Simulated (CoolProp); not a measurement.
Computed with CoolProp (reference Helmholtz-energy equation of state, Akasaka 2022).

Q: For R1233zd(E), give the phase and the cp (kJ/(kg K)), cv (kJ/(kg K)), speed of sound (m/s) at 115.05 °C and 101 kPa; 159.15 °C and 101 kPa; 168.05 °C and 101 kPa.

A: 
- 115.05 °C and 101 kPa: gas; cp 0.917, cv 0.849, speed of sound 161
- 159.15 °C and 101 kPa: gas; cp 0.965, cv 0.898, speed of sound 170
- 168.05 °C and 101 kPa: gas; cp 0.974, cv 0.907, speed of sound 172
